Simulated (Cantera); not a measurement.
Charge: 1 mol n-butane, 0.045 mol NH₃, 0.18 mol N₂, held at 2675 °C and 101000 Pa.

Cantera equilibrium calculation (NASA polynomials, part measured and part estimated; ideal gas, pure solids and liquids). Candidate condensed phases: C, C₆H₆, C₇H₈, C₈H₁₈; 92 gas species. The numbers say what is thermodynamically allowed, not how fast it happens.

Base state: H₂ 0.787, H 0.118, C₂H₂ (acetylene) 0.0420, HCN 0.0239, N₂ 0.0218, HNC 0.00433, C₂H 0.00101, C₄H₂ 0.000935 (mole fractions); condensed: C(graphite).

### Question
What changes in the equilibrium state with this change: 0.058 mol H₂S added?

### Answer
| species | before | after |
|---|---|---|
| H₂ | 0.787 | 0.779 |
| H | 0.118 | 0.118 |
| C₂H₂ (acetylene) | 0.0420 | 0.0416 |
| CS | 0 | 0.00921 |
| N₂ | 0.0218 | 0.0213 |
| HCN | 0.0239 | 0.0235 |
| SH | 0 | 0.000422 |
| S | 0 | 0.000348 |
| H₂S | 0 | 0.000130 |
| C(graphite), mol | 3.33 | 3.27 |
Further candidate phases: S.
